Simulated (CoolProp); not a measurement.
Octamethyltrisiloxane (MDM) at several states: fugacity coefficient from the reference equation and from simpler models built on Tc = 565.4 K, pc = 14.38 bar, ω = 0.528; each cubic takes its own stable root.

Computed with CoolProp (reference Helmholtz-energy equation of state, Thol 2017).

```csv
T (K),p (bar),phase,reference,Soave-Redlich-Kwong,Peng-Robinson
208.5,0.525,liquid,9.496e-7,1.635e-6,2.475e-6
341.6,5.12,liquid,0.01116,0.01136,0.01190
558.3,0.444,gas,0.9892,0.9890,0.9878
194.2,8.24,liquid,5.865e-9,1.219e-8,1.986e-8
516.4,7.39,liquid,0.7098,0.7195,0.7008
```
